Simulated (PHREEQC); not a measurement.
Solution (25 °C): 0.0052 mol Cu(NO3)2, 0.00014 mol HCl and 0.00032 mol KCl per kg of water. Closed to the air; pH follows from the charge balance.

Computed with PHREEQC (ion-association model, phreeqc.dat).

| quantity | before | after |
|---|---|---|
| pH | 3.90 | 4.86 |
| CuCl+ (mol/kgw) | 3.96e-6 | 5.39e-8 |
| CuOH+ (mol/kgw) | 2.91e-7 | 3.28e-7 |
| Cu2(OH)2+2 (mol/kgw) | 4.76e-8 | 5.13e-8 |
| Cu(OH)2 (mol/kgw) | 4.23e-9 | 4.70e-8 |
| SI of Sylvite (KCl) | -7.85 | -9.77 |

**Question.** Which change was made?
A) Cu(NO3)2 from 0.0052 to 0.0078 mol/kgw
B) diluted 10-fold with water
C) temperature from 25 to 60 °C
D) 8.2e-05 mol/kgw H2SO4 added
E) KCl from 0.00032 to 0.00064 mol/kgw

**Answer.** B, diluted 10-fold with water

No solid was allowed to form.
